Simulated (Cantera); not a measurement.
Feed: 1 mol Ta(OEt)5, a varied amount of H2O, at 2448.15 K and 10000 Pa.

These are equilibrium values from Cantera (NASA tables, ideal gas, pure condensed phases), not measurements of a reactor. Candidate condensed phases: C, C6H6, C7H8, C8H18, H2O, Ta, TaC, Ta2O5; 113 gas species. The feed counts by its element totals alone. Mutual solubility and eutectic melting of coexisting phases are not modelled. TaC: taken at fixed stoichiometry. Condensed phases not in the tables: Ta2C, N, O or C dissolved in the metal. Rates play no part.

x: gas mole fraction; n: condensed amount in mol.

```
n(H2O) (mol)   x H2    x H2O   x CO     x H    x CO2     x OH  n C(graphite)  n TaC(s)  n Ta(s)  n Ta2O5(l)
------------  -----  -------  -----  ------  -------  -------  -------------  --------  -------  ----------
0.02          0.664  5.13e-7  0.279  0.0513  3.56e-8  7.74e-9           3.77      1.00        0           0
0.042         0.663  5.14e-7  0.279  0.0513  3.58e-8  7.75e-9           3.75      1.00        0           0
0.087         0.662  5.15e-7  0.280  0.0513  3.60e-8  7.77e-9           3.70      1.00        0           0
0.18          0.660  5.17e-7  0.283  0.0512  3.66e-8  7.82e-9           3.61      1.00        0           0
0.38          0.656  5.22e-7  0.287  0.0510  3.78e-8  7.92e-9           3.40      1.00        0           0
0.78          0.648  5.31e-7  0.296  0.0507  4.00e-8  8.10e-9           3.00      1.00        0           0
1.6           0.633  5.46e-7  0.311  0.0501  4.43e-8  8.42e-9           2.16      1.00        0           0
3.3           0.610  5.68e-7  0.336  0.0492  5.17e-8  8.93e-9          0.435      1.00        0           0
6.9           0.612        …  0.330  0.0493        …        …              0         0        …           …
14            0.525    0.158  0.254  0.0457   0.0127  0.00268              0         0        0       0.490
30            0.383    0.383  0.159  0.0390   0.0264  0.00761              0         0        0       0.492
```

Question: Some entries are withheld; supply them.

Answer: 
- 6.9, x H2O: 0.00428
- 6.9, x CO2: 0.000381
- 6.9, x OH: 6.72e-5
- 6.9, n Ta(s): 0.260
- 6.9, n Ta2O5(l): 0.303
